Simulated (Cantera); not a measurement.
Cantera run, input and output.

```python
import numpy as np
import cantera as ct

gas = ct.Solution("gri30.yaml")
gas.TPX = 2173, 13332, {'CH4': 1, 'CO2': 1.4}
reactor = ct.IdealGasConstPressureReactor(gas, energy="off", clone=False)
net = ct.ReactorNet([reactor])
net.rtol, net.atol = 1e-08, 1e-18
show = ['CH4', 'CO2', 'OH', 'HCO', 'H2O']
times = np.geomspace(2e-05, 60, 15)

steps = ct.SolutionArray(gas, extra=["t"])
rows = []
print(f"{'t/s':>10s}{'T/K':>9s}{'P/Pa':>11s}" + "".join(f"{s:>11s}" for s in show))
for t in times:
    while net.time < t:
        t_next = net.step()
        steps.append(gas.state, t=t_next)
    rows.append([np.interp(t, steps.t, y) for y in (steps.T, steps.P, *steps(*show).X.T)])
    print(f"{t:10.3e}{rows[-1][0]:9.1f}{rows[-1][1]:11.4g}" + "".join(f"{x:11.3e}" for x in rows[-1][2:]))
rate = np.gradient(steps.T, steps.t)
print("integrator steps:", len(steps.t))
if steps.T.max() > steps.T[0] + 200:
    print(f"time of steepest temperature rise: {steps.t[rate.argmax()]:.4e} s")
gas.TPX = 2173, 13332, {'CH4': 1, 'CO2': 1.4}
gas.equilibrate("TP")
print(f"equilibrium (TP): T = {gas.T:.1f} K  " + "  ".join(f"{s} {gas[s].X[0]:.3e}" for s in show))
```

Output:

```
       t/s      T/K       P/Pa        CH4        CO2         OH        HCO        H2O
 2.000e-05   2173.0  1.333e+04  4.015e-01  5.793e-01  6.251e-06  3.539e-07  2.834e-04
 5.803e-05   2173.0  1.333e+04  3.495e-01  5.626e-01  2.504e-05  9.715e-06  2.101e-03
 1.684e-04   2173.0  1.333e+04  1.724e-01  4.640e-01  8.691e-05  2.050e-05  2.078e-02
 4.886e-04   2173.0  1.333e+04  5.367e-02  3.177e-01  1.726e-04  7.141e-06  9.164e-02
 1.418e-03   2173.0  1.333e+04  1.057e-02  1.532e-01  3.791e-04  2.759e-06  2.030e-01
 4.114e-03   2173.0  1.333e+04  5.410e-03  6.848e-02  3.894e-04  1.597e-06  1.957e-01
 1.194e-02   2173.0  1.333e+04  3.263e-03  3.634e-02  2.381e-04  6.563e-07  1.235e-01
 3.464e-02   2173.0  1.333e+04  7.343e-04  2.096e-02  1.620e-04  2.120e-07  7.749e-02
 1.005e-01   2173.0  1.333e+04  5.215e-08  1.909e-02  1.981e-04  1.372e-07  7.126e-02
 2.917e-01   2173.0  1.333e+04  1.078e-10  1.909e-02  2.064e-04  1.412e-07  7.123e-02
 8.463e-01   2173.0  1.333e+04  1.077e-10  1.909e-02  2.064e-04  1.412e-07  7.123e-02
 2.456e+00   2173.0  1.333e+04  1.077e-10  1.909e-02  2.064e-04  1.412e-07  7.123e-02
 7.126e+00   2173.0  1.333e+04  1.077e-10  1.909e-02  2.064e-04  1.412e-07  7.123e-02
 2.068e+01   2173.0  1.333e+04  1.077e-10  1.909e-02  2.064e-04  1.412e-07  7.123e-02
 6.000e+01   2173.0  1.333e+04  1.077e-10  1.909e-02  2.064e-04  1.412e-07  7.123e-02
integrator steps: 1802
equilibrium (TP): T = 2173.0 K  CH4 1.201e-10  CO2 1.909e-02  OH 2.064e-04  HCO 1.412e-07  H2O 7.123e-02
```

Model: GRI-Mech 3.0 (53 species, 325 reactions), integrated in Cantera.
